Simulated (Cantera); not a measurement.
Cantera with NASA thermochemical tables; ideal gases at 1 bar, condensed phases pure. Values are per mole of reaction as written; species without (g) are pure solids or liquids, kept so even where they would boil at 1 bar.

Q: Between 500 and 2300 K, where is each reaction favourable under standard conditions?
- MgCl₂(g) + F₂(g) ⇌ Cl₂(g) + MgF₂

A: 
- MgCl₂(g) + F₂(g) ⇌ Cl₂(g) + MgF₂: ΔG° is -633 kJ at 500 K and -346 kJ at 2300 K; it stays negative (K > 1). ΔH° is -627 kJ and ΔS° -122 J/K at 2300 K.
